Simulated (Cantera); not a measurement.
An isothermal, constant-pressure homogeneous reactor starts with 4.00 % C2H6, 96.0 % N2, at 1775 K and 0.750 Torr.

Computed with Cantera and GRI-Mech 3.0 (53 species, 325 reactions). GRI-Mech 3.0 stops at C3 and has no aromatics, soot or wall deposition, so with more carbon than oxygen in the feed, carbon stays in small species such as C2H2 where larger ones or solid carbon would form. Radical loss at walls, strong at low pressure, is not modelled.

Question: Predict: x(H) at 40.0 s; x(C2H2) at 40.0 s; x(CH3) at 40.0 s; x(HCN) at 40.0 s; x(CH4) at 40.0 s.

Answer: 
```json
{
  "x(H) at 40.0 s": "0.00100 (gas-phase equilibrium 0.00249)",
  "x(C2H2) at 40.0 s": "0.0369 (gas-phase equilibrium 0.00953)",
  "x(CH3) at 40.0 s": "1.11e-5 (gas-phase equilibrium 9.21e-8)",
  "x(HCN) at 40.0 s": "9.79e-5 (gas-phase equilibrium 0.0549)",
  "x(CH4) at 40.0 s": "4.05e-5 (gas-phase equilibrium 1.33e-7)"
}
```
